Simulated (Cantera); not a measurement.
Feed: 1 mol SiHCl3, 1.8 mol CH4, 6.1 mol H2, 0.11 mol HCl, held at 1623 K and 0.260 bar.

Method: chemical equilibrium by Gibbs-energy minimisation in Cantera with the NASA 1993 tables (ideal gas, pure condensed phases). The tables' values for SiCl3 are old estimates; treat these amounts as uncertain. The numbers say what is thermodynamically allowed, not how fast it happens.

```
species             before    after
----------------  --------  -------
H2                   0.742    0.846
HCl                  0.253   0.0669
SiCl4             0.000261   0.0526
CH4               0.000212   0.0319
H                 0.000117    <1e-9
Cl                 3.14e-5    <1e-9
C2H2 (acetylene)   2.59e-5    <1e-9
SiCl2              0.00344  1.94e-6
SiHCl3            0.000118  0.00300
SiCl3             0.000620  5.50e-5
C(graphite), mol     0.849     1.06
SiC(s), mol          0.948    0.396
```
Gas species are given as mole fractions.

**Question.** What was changed between the two runs?
A. CH4 from 1.8 to 0.028 mol
B. CH4 from 1.8 to 0.029 mol
C. temperature from 1623 K to 948.15 K
D. H2 from 6.1 to 650 mol

**Answer.** C, temperature from 1623 K to 948.15 K
